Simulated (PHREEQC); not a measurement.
# Ultrapure water in contact with air or piping: an equilibrium model

Model water analysis in mg/L, 20 °C, pH 6.23, pe 9.5:

```csv
constituent,mg/L
Na,0.0708
K,0.406
Ca,0.789
Mg,0.045
Cl,0.551
S(6) as SO4,0.274
Alkalinity as HCO3,2.11
Ba,0.103
Br,0.00209
Pb,0.029
Zn,0.0236
```

Valence states are taken as typed.

Computed with PHREEQC (ion-association model, wateq4f.dat).

Each row changes one thing in this solution. This is a speciation only: nothing precipitates in the calculation.

```tsv
case	CO2 (mol/kgw)	HCO3- (mol/kgw)	Pb+2 (mol/kgw)	CaSO4 (mol/kgw)	CaHCO3+ (mol/kgw)	PbCO3 (mol/kgw)	SI of Pb(OH)2 (Pb(OH)2)	SI of Anglesite (PbSO4)
as made	4.93e-5	3.51e-5	1.27e-7	9.77e-9	7.76e-9	5.26e-9	-2.78	-4.66
all concentrations times 3 at the same typed pH	___	0.000104	___	8.22e-8	6.70e-8	4.03e-8	-2.36	-3.79
Ba from 0.103 to 0.0515 mg/L	4.93e-5	3.51e-5	1.27e-7	9.78e-9	7.76e-9	5.26e-9	-2.78	-4.66
pH from 6.23 to 5.5 at the same alkalinity	0.000285	3.78e-5	1.34e-7	9.76e-9	8.34e-9	1.11e-9	___	-4.64
```

**Question.** Complete the blanks.

**Answer.** 
- all concentrations times 3 at the same typed pH, CO2 (mol/kgw): 0.000145
- all concentrations times 3 at the same typed pH, Pb+2 (mol/kgw): 3.41e-7
- pH from 6.23 to 5.5 at the same alkalinity, SI of Pb(OH)2 (Pb(OH)2): -4.22

Complexes and solids missing from the database can't appear.
